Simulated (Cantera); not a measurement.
**Pyrogenic steam for wet oxidation**

An isothermal, constant-pressure homogeneous reactor starts with H2 : O2 : N2 = 0.95 : 1 : 10 (molar parts), at 1398 K and 19000 Pa.

Model: GRI-Mech 3.0 (53 species, 325 reactions), integrated in Cantera. The temperature is held fixed by assumption; the heat of reaction is taken as removed at once.

| t (s) | x H2 | x O2 | x H2O | x O | x H | x NO | x H2O2 |
|---|---|---|---|---|---|---|---|
| 0.000100 | 0.0795 | 0.0837 | 3.04e-5 | 6.25e-6 | 2.41e-5 | <1e-12 | 4.14e-9 |
| 0.000340 | 0.00826 | 0.0477 | 0.0541 | 0.0145 | 0.0308 | 2.62e-6 | 3.78e-7 |
| 0.00116 | 0.00577 | 0.0465 | 0.0664 | 0.00816 | 0.0147 | 1.25e-5 | 4.18e-7 |
| 0.00393 | 0.00168 | 0.0454 | 0.0789 | 0.00195 | 0.00190 | 1.69e-5 | 3.19e-7 |
| 0.0134 | 0.000155 | 0.0456 | 0.0823 | 0.000172 | 5.01e-5 | 1.72e-5 | 9.31e-8 |
| 0.0454 | 1.48e-5 | 0.0457 | 0.0827 | 1.67e-5 | 1.51e-6 | 1.72e-5 | 1.84e-8 |
| 0.154 | 2.48e-6 | 0.0457 | 0.0827 | 2.86e-6 | 1.07e-7 | 1.72e-5 | 4.26e-9 |
| 0.524 | 6.68e-7 | 0.0457 | 0.0828 | 7.75e-7 | 1.51e-8 | 1.72e-5 | 1.35e-9 |
| 1.78 | 3.98e-7 | 0.0457 | 0.0828 | 4.61e-7 | 7.02e-9 | 1.72e-5 | 8.64e-10 |
| 6.06 | 3.92e-7 | 0.0457 | 0.0828 | 4.53e-7 | 6.84e-9 | 1.72e-5 | 8.51e-10 |
| 20.6 | 3.92e-7 | 0.0457 | 0.0828 | 4.53e-7 | 6.84e-9 | 1.72e-5 | 8.51e-10 |
| 70.0 | 3.92e-7 | 0.0457 | 0.0828 | 4.53e-7 | 6.84e-9 | 1.72e-5 | 8.51e-10 |
x: mole fraction; the columns are a selection and need not sum to one.

Equilibrium at this temperature and pressure: H2 3.92e-7, O2 0.0456, H2O 0.0828, O 4.52e-7, H 6.85e-9, NO 0.000353, H2O2 8.50e-10 (gas phase only).
